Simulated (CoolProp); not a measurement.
Properties of methane along the isobar 1.01 bar.

Computed with CoolProp (reference Helmholtz-energy equation of state, Setzmann 1991).

| T (°C) | phase | isothermal compressibility (1/MPa) | Prandtl number |
|---|---|---|---|
| -157.35 | gas | 10.24 | 0.816 |
| -151.45 | gas | 10.19 | 0.812 |
| -145.55 | gas | 10.15 | 0.807 |
| -139.75 | gas | 10.12 | 0.802 |
| -133.85 | gas | 10.09 | 0.798 |
| -127.95 | gas | 10.07 | 0.793 |
| -122.15 | gas | 10.05 | 0.789 |
| -116.25 | gas | 10.03 | 0.785 |
| -110.35 | gas | 10.02 | 0.781 |
| -104.55 | gas | 10.01 | 0.777 |

Viscosity comes from a separate model (Quiñones-Cisneros 2006). Thermal conductivity comes from a separate model (Friend 1989).
